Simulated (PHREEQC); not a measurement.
**Brine: an equilibrium model**

Make-up at 25 °C: 0.23 mol Na2SO4 and 2.1 mol FeCl2 per kg of water. Closed to the air; pH follows from the charge balance.

The numbers come from PHREEQC with the ion-association model with the Davies equation for every ion, phreeqc.dat.

- pH = 5.23
- ionic strength = 2.72 mol/kgw
- activity of water = 0.914

| species | molality | activity | log γ |
|---|---|---|---|
| Cl- | 2.51 | 3.16 | 0.099 |
| FeCl+ | 1.69 | 2.12 | 0.099 |
| Na+ | 0.449 | 0.565 | 0.099 |
| FeSO4 | 0.217 | 0.407 | 0.272 |
| Fe+2 | 0.195 | 0.486 | 0.397 |
| NaSO4- | 0.0106 | 0.0133 | 0.099 |
| SO4-2 | 0.00189 | 0.00471 | 0.397 |
| FeOH+ | 1.92e-5 | 2.41e-5 | 0.099 |
| FeHSO4+ | 1.24e-5 | 1.56e-5 | 0.099 |
| H+ | 4.64e-6 | 5.83e-6 | 0.099 |
| HSO4- | 2.12e-6 | 2.67e-6 | 0.099 |
| OH- | 1.26e-9 | 1.59e-9 | 0.099 |

This is a speciation only: nothing precipitates in the calculation. Caution: at this ionic strength the ion-association model is outside its range; a Pitzer model would be the better tool where its parameters exist.
